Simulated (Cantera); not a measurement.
Feed: 1 mol SiH2Cl2, 0.25 mol O2, 88 mol H2, at 0.100 bar.

Cantera equilibrium calculation (NASA polynomials, part measured and part estimated; ideal gas, pure solids and liquids). Candidate condensed phases: H2O, Si, SiO2; 30 gas species. Mutual solubility and eutectic melting of coexisting phases are not modelled. The tables' values for SiCl3, SiCl are old estimates; treat these amounts as uncertain. The tables hold silica as quartz up to 1696 K and as liquid above; real silica turns to tridymite and cristobalite and melts near 1996 K. Gases not in the tables: Si2H6 and higher silanes. Rates play no part.

x: gas mole fraction; n: condensed amount in mol.

| T (K) | x H2 | x HCl | x H | x SiO | x SiCl4 | x SiHCl3 | n Si(s) | n SiO2(β-quartz) | n Si(l) |
|---|---|---|---|---|---|---|---|---|---|
| 950 | 0.990 | 0.00544 | 1.75e-9 | 5.77e-10 | 0.00250 | 0.00209 | 0.314 | 0.250 | 0 |
| 1050 | 0.986 | 0.0111 | 2.55e-8 | 3.80e-8 | 0.00148 | 0.00136 | 0.449 | 0.250 | 0 |
| 1150 | 0.981 | (withheld) | (withheld) | (withheld) | (withheld) | (withheld) | (withheld) | 0.250 | 0 |
| 1250 | 0.979 | 0.0192 | 1.51e-6 | 2.13e-5 | 7.78e-5 | 0.000141 | 0.631 | 0.249 | 0 |
| 1350 | 0.979 | 0.0197 | 7.46e-6 | 0.000247 | 1.17e-5 | 3.34e-5 | 0.629 | 0.239 | 0 |
| 1450 | 0.977 | 0.0196 | (withheld) | (withheld) | (withheld) | (withheld) | (withheld) | (withheld) | 0 |
| 1550 | 0.974 | 0.0194 | 9.83e-5 | 0.00552 | 4.66e-7 | 2.87e-6 | 0.381 | 0 | 0 |
| 1650 | 0.973 | 0.0193 | 0.000283 | 0.00552 | 1.24e-7 | 1.05e-6 | 0.374 | 0 | 0 |
| 1750 | 0.973 | 0.0195 | 0.000725 | 0.00552 | 3.59e-8 | 3.96e-7 | 0 | 0 | 0.378 |
| 1850 | 0.972 | 0.0197 | 0.00168 | 0.00552 | 1.13e-8 | 1.57e-7 | 0 | 0 | 0.381 |
| 1950 | 0.970 | 0.0199 | 0.00357 | 0.00551 | 3.97e-9 | 6.82e-8 | 0 | 0 | 0.366 |
| 2050 | 0.965 | 0.0199 | 0.00705 | 0.00550 | 1.53e-9 | 3.18e-8 | 0 | 0 | 0.307 |

What belongs in the gaps?


- 1450, x H: 2.96e-5
- 1450, x SiO: 0.00202
- 1450, x SiCl4: 2.11e-6
- 1450, x SiHCl3: 9.07e-6
- 1450, n Si(s): 0.545
- 1450, n SiO2(β-quartz): 0.159
- 1150, x HCl: 0.0168
- 1150, x H: 2.34e-7
- 1150, x SiO: 1.19e-6
- 1150, x SiCl4: 0.000468
- 1150, x SiHCl3: 0.000555
- 1150, n Si(s): 0.579
